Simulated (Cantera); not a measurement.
Input: 1 mol Nb, 0.87 mol O2, 32 mol H2, at 1.50 Pa.

These are equilibrium values from Cantera (NASA tables, ideal gas, pure condensed phases), not measurements of a reactor. Candidate condensed phases: H2O, Nb, NbO, NbO2, Nb2O5; 12 gas species. Equilibrium is a limit: real reactors are often held back by kinetics, nucleation or transport.

Question: At 2048 K, list the 5 most abundant gas species with their mole fractions, and the condensed phases.

Answer: H2 0.548, H 0.428, NbO2 0.0168, NbO 0.00702, H2O 0.000728. Condensed: gas only.
